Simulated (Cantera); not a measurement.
An adiabatic, constant-volume homogeneous reactor starts with 7.82 % CH₄, 0.328 % C₂H₆, 19.3 % O₂, 72.5 % N₂, equivalence ratio 0.87, at 1773 K and 130000 Pa.

Model: GRI-Mech 3.0 (53 species, 325 reactions), integrated in Cantera.

Q: Predict: time of steepest temperature rise; temperature at 3.00 s; equilibrium temperature; x(O₂) at 3.00 s; x(H₂O₂) at 3.00 s; x(H₂) at 3.00 s.

A: 
```json
{
 "time_of_steepest_temperature_rise": "44.1 µs",
 "temperature at 3.00 s": "2955 K",
 "equilibrium_temperature": "2955 K",
 "x(O₂) at 3.00 s": "0.0342 (gas-phase equilibrium 0.0342)",
 "x(H₂O₂) at 3.00 s": "5.48e-7 (gas-phase equilibrium 5.48e-7)",
 "x(H₂) at 3.00 s": "0.0168 (gas-phase equilibrium 0.0168)"
}
```
